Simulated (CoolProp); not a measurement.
A simple Rankine cycle with R236EA: condensing at 307.15 K, boiler at 1.71 MPa, turbine inlet 411 K, turbine efficiency 0.9, pump efficiency 0.6, no recuperator. Each further row changes one setting.

Model: reference Helmholtz-energy equation of state, Rui 2013, in CoolProp.

| case | thermal efficiency (%) | net work (kJ/kg) | heat in (kJ/kg) | turbine exit temperature (K) | volume ratio over the turbine |
|---|---|---|---|---|---|
| as stated | 12.3 | 29.0 | 235 | 365.4 | 6.52 |
| condensing temperature 299.15 K | 13.7 | 33.4 | 245 | 359.8 | 8.48 |
| boiler pressure 1.2 MPa | 10.3 | 24.8 | 241 | 376.4 | 4.37 |
| turbine efficiency 0.8 | 10.9 | 25.5 | 235 | 368.9 | 6.60 |
